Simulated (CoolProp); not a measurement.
R1224YDZ along the isotherm 452.5 K: fugacity coefficient from the reference equation and from simpler models built on Tc = 428.7 K, pc = 3.334 MPa, ω = 0.325; each cubic takes its own stable root.

Model: reference Helmholtz-energy equation of state, Akasaka 2023, in CoolProp.

```csv
p (MPa),phase,reference
0.105,gas,0.9910
0.164,gas,0.9860
0.256,gas,0.9781
0.398,gas,0.9661
0.62,gas,0.9473
0.965,gas,0.9185
1.5,gas,0.8744
2.34,gas,0.8065
3.64,supercritical,0.7034
5.67,supercritical,0.5438
8.83,supercritical,0.4070
13.8,supercritical,0.3214
21.4,supercritical,0.2781
33.3,supercritical,0.2740
```

Problem. How far does each simpler model (van der Waals, Redlich-Kwong, Soave-Redlich-Kwong, Peng-Robinson) lie from the reference over these 14 states: mean and median of the absolute difference, and the worst?

Solution. 
- van der Waals: mean 7.7 %, median 1.3 %, worst +49.8 % at 452.5 K and 33.3 MPa
- Redlich-Kwong: mean 1.8 %, median 0.3 %, worst +9.6 % at 452.5 K and 33.3 MPa
- Soave-Redlich-Kwong: mean 3.6 %, median 0.4 %, worst +16.6 % at 452.5 K and 33.3 MPa
- Peng-Robinson: mean 0.9 %, median 0.5 %, worst -2.7 % at 452.5 K and 3.64 MPa
